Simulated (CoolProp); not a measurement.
Propylene glycol along the isobar 2.25 MPa: density (kg/m³) from the reference equation and from simpler models built on Tc = 400.8 °C, pc = 7.292 MPa, ω = 0.327; each cubic takes its own stable root.

Computed with CoolProp (reference Helmholtz-energy equation of state, Eisenbach 2021).

```tsv
T (°C)	phase	reference
-12.75	liquid	1062
3.95	liquid	1049
20.55	liquid	1037
37.25	liquid	1024
53.85	liquid	1012
70.55	liquid	998.4
87.15	liquid	985.0
103.85	liquid	971.3
```

Question: How far does each simpler model (van der Waals, Redlich-Kwong, Soave-Redlich-Kwong) lie from the reference over these 8 states: mean and median of the absolute difference, and the worst?

Answer: 
- van der Waals: mean 35.1 %, median 35.1 %, worst -35.1 % at 103.85 °C and 2.25 MPa
- Redlich-Kwong: mean 3.7 %, median 3.6 %, worst -4.3 % at 103.85 °C and 2.25 MPa
- Soave-Redlich-Kwong: mean 1.2 %, median 1.1 %, worst -1.8 % at -12.75 °C and 2.25 MPa
